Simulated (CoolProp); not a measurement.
Properties of cyclopentane along the isobar 1.01 bar.

Values from CoolProp's reference Helmholtz-energy equation of state, Gedanitz 2015.

```
T (°C)   phase         Z  speed of sound (m/s)  conductivity (mW/(m K))
------  ------  --------  --------------------  -----------------------
20.05   liquid  0.003898                  1230                      129
42.35   liquid  0.003735                  1115                      120
64.65      gas    0.9700                 204.1                     15.5
86.95      gas    0.9757                 210.9                     17.8
109.25     gas    0.9800                 217.5                     20.3
131.55     gas    0.9833                 223.8                     23.0
153.85     gas    0.9859                 229.8                     25.8
176.15     gas    0.9881                 235.8                     28.7
```

Thermal conductivity comes from a separate model (Vassiliou 2015).
